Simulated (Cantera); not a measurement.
## V + O₂ + N₂ (tantalum, niobium, vanadium and zirconium in process gases)

A closed system holds: 1 mol V, 0.24 mol O₂, 0.58 mol N₂, held at 133 Pa.

Equilibrium computed with Cantera from the NASA thermochemical tables; the gas is ideal and each condensed phase is pure. Candidate condensed phases: V, VN, VO, V₂O₃, V₂O₄, V₂O₅; 13 gas species. Each liquid is taken as pure. Mutual solubility and eutectic melting of coexisting phases are not modelled. VN, VO: taken at fixed stoichiometry. Condensed phases not in the tables: solid solutions among these carbides, nitrides and lower oxides, V₂N, N, O or C dissolved in the metal. Rates play no part.

| T (K) | log p N₂ | log p V | log p VO | log p VO₂ | log p O | log p NO | log p VN | log p N | n VN(s) | n VO(s) | n V(s) | n VO(l) | n V(l) |
|---|---|---|---|---|---|---|---|---|---|---|---|---|---|
| 1448 | -2.88 | -12.68 | -10.94 | -10.61 | -14.85 | -13.22 | <-14 | <-14 | 0.520 | 0.480 | 0 | 0 | 0 |
| 1548 | -2.88 | -11.01 | -9.70 | -9.73 | -13.78 | -12.52 | <-14 | -14.14 | 0.520 | 0.480 | 0 | 0 | 0 |
| 1648 | -2.88 | -9.54 | -8.62 | -8.95 | -12.83 | -11.91 | -13.78 | -13.16 | 0.520 | 0.480 | 0 | 0 | 0 |
| 1748 | -2.88 | -8.24 | -7.67 | -8.28 | -12.00 | -11.37 | -12.48 | -12.29 | 0.520 | 0.480 | 0 | 0 | 0 |
| 1848 | -2.88 | -7.08 | -6.82 | -7.68 | -11.26 | -10.89 | -11.32 | -11.51 | 0.520 | 0.480 | 0 | 0 | 0 |
| 1948 | -2.88 | -6.05 | -6.07 | -7.15 | -10.59 | -10.46 | -10.29 | -10.82 | 0.520 | 0.480 | 0 | 0 | 0 |
| 2048 | -2.88 | -5.33 | -5.40 | -6.47 | -9.78 | -9.87 | -9.57 | -10.19 | 0 | 0.478 | 0.518 | 0 | 0 |
| 2148 | -2.89 | -4.73 | -4.85 | -5.91 | -9.05 | -9.33 | -8.98 | -9.62 | 0 | 0 | 0.512 | 0.473 | 0 |
| 2248 | -2.91 | -4.21 | -4.35 | -5.41 | -8.37 | -8.85 | -8.46 | -9.12 | 0 | 0 | 0 | 0.455 | 0.492 |
| 2348 | -2.99 | -3.74 | -3.91 | -4.95 | -7.75 | -8.43 | -8.03 | -8.68 | 0 | 0 | 0 | 0.396 | 0.422 |
| 2448 | -3.30 | -3.32 | -3.50 | -4.51 | -7.16 | -8.15 | -7.77 | -8.40 | 0 | 0 | 0 | 0.0433 | 0 |
| 2548 | -3.31 | -3.32 | -3.48 | -4.43 | -6.59 | -7.72 | -7.78 | -8.00 | 0 | 0 | 0 | 0 | 0 |
log p: log10 of the partial pressure in bar; n: condensed amount in mol.

From 1448 K to 1948 K the condensed part is VN(s) + VO(s). At 2048 K the condensed part is V(s) + VO(s). At 2148 K the condensed part is V(s) + VO(l). From 2248 K to 2348 K the condensed part is V(l) + VO(l). At 2448 K the condensed part is VO(l). At 2548 K nothing is condensed. The main V-bearing gas is VO₂ at 1448 K and V at 2548 K.
